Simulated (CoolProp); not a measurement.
Vapour-liquid equilibrium of R125 (1) + fluoroethane (R161) (2) at 0.332 MPa; x and y are mole fractions of (1).

Values from CoolProp's multi-fluid Helmholtz-energy mixture model, Lemmon 2005 and Wu 2012; pair parameters Bell 2016.

| x | bubble temperature (K) | y at the bubble point | dew temperature at overall composition x (K) | liquid density (mol/L) |
|---|---|---|---|---|
| 0.05 | 264.5 | 0.068 | 264.7 | 15.81 |
| 0.2 | 262.4 | 0.276 | 263.2 | 15.05 |
| 0.35 | 259.9 | 0.465 | 261.5 | 14.35 |
| 0.5 | 257.6 | 0.620 | 259.4 | 13.68 |
| 0.65 | 255.7 | 0.746 | 257.2 | 13.05 |
| 0.8 | 254.2 | 0.853 | 254.9 | 12.46 |
| 0.95 | 253.0 | 0.960 | 253.1 | 11.91 |

No azeotrope shows between x = 0.05 and 0.95.

The pair parameters rest on a limited set of measurements; away from them the model extrapolates. The gap from Raoult's law changes sign with composition, which may be real or a fault of the pair parameters; it wasn't checked against measurements.
